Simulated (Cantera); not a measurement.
# Equilibrium for silicon oxide and oxynitride deposition: SiH4 + CO2 + N2 + NH3

Charge: 1 mol SiH4, 0.71 mol CO2, 2.4 mol N2, 0.11 mol NH3, at 34.0 Pa.

Method: chemical equilibrium by Gibbs-energy minimisation in Cantera with the NASA 1993 tables (ideal gas, pure condensed phases). Candidate condensed phases: C, C6H6, C7H8, C8H18, H2O, Si, SiC, SiO2, Si2N2O, Si3N4; 151 gas species. Mutual solubility and eutectic melting of coexisting phases are not modelled. The tables hold silica as quartz up to 1696 K and as liquid above; real silica turns to tridymite and cristobalite and melts near 1996 K. Kinetics and transport are ignored.

From 598 K to 798 K the condensed part is C(graphite) + SiO2(α-quartz) + Si2N2O(s). From 848 K to 998 K the condensed part is C(graphite) + SiO2(β-quartz) + Si2N2O(s). From 1048 K to 1148 K the condensed part is SiO2(β-quartz) + Si2N2O(s).

```
T (K)   x N2   x H2      x CO     x CH4  n C(graphite)  n SiO2(α-quartz)  n Si2N2O(s)  n SiO2(β-quartz)
-----  -----  -----  --------  --------  -------------  ----------------  -----------  ----------------
598    0.515  0.477   3.02e-8   0.00773          0.676             0.613        0.193                 0
648    0.512  0.486   5.00e-7   0.00219          0.700             0.613        0.193                 0
698    0.511  0.488   5.51e-6  0.000718          0.707             0.613        0.193                 0
748    0.511  0.489   4.40e-5  0.000269          0.709             0.613        0.193                 0
798    0.511  0.489  0.000270  0.000113          0.708             0.613        0.194                 0
848    0.510  0.489   0.00133   5.20e-5          0.704                 0        0.195             0.609
898    0.507  0.487   0.00543   2.59e-5          0.686                 0        0.201             0.597
948    0.498  0.483    0.0190   1.36e-5          0.625                 0        0.222             0.556
998    0.472  0.470    0.0580   7.33e-6          0.443                 0        0.282             0.435
1048   0.413  0.442     0.145   3.64e-6              0                 0        0.430             0.140
1098   0.413  0.442     0.145   9.02e-7              0                 0        0.430             0.140
1148   0.413  0.442     0.145   2.52e-7              0                 0        0.430             0.140
```
x: gas mole fraction; n: condensed amount in mol.
